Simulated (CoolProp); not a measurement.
A simple Rankine cycle with isobutene: condensing at 296.15 K, boiler at 1.35 MPa, turbine inlet 362.7 K, turbine efficiency 0.65, pump efficiency 0.8, no recuperator. Each further row changes one setting.

The numbers come from the reference Helmholtz-energy equation of state, Lemmon 2005 in CoolProp. It is a short technical equation, of lower accuracy than the large ones.

| case | thermal efficiency (%) | net work (kJ/kg) | heat in (kJ/kg) | turbine exit temperature (K) | volume ratio over the turbine |
|---|---|---|---|---|---|
| as stated | 9.1 | 40.6 | 444 | ? | 5.05 |
| turbine inlet 382.7 K | 9.2 | ? | ? | 342.9 | ? |
| condensing temperature 288.15 K | ? | 47.4 | 463 | 314.8 | ? |
| boiler pressure 0.945 MPa | 7.4 | 34.0 | 460 | ? | 3.35 |
| turbine efficiency 0.55 | ? | 34.0 | 444 | 323.9 | 5.13 |

Task: Some entries are withheld; supply them.

Result: 
- as stated, turbine exit temperature (K): 320.2
- turbine inlet 382.7 K, net work (kJ/kg): 44.9
- turbine inlet 382.7 K, heat in (kJ/kg): 489
- turbine inlet 382.7 K, volume ratio over the turbine: 4.90
- condensing temperature 288.15 K, thermal efficiency (%): 10.2
- condensing temperature 288.15 K, volume ratio over the turbine: 6.49
- boiler pressure 0.945 MPa, turbine exit temperature (K): 333.0
- turbine efficiency 0.55, thermal efficiency (%): 7.7
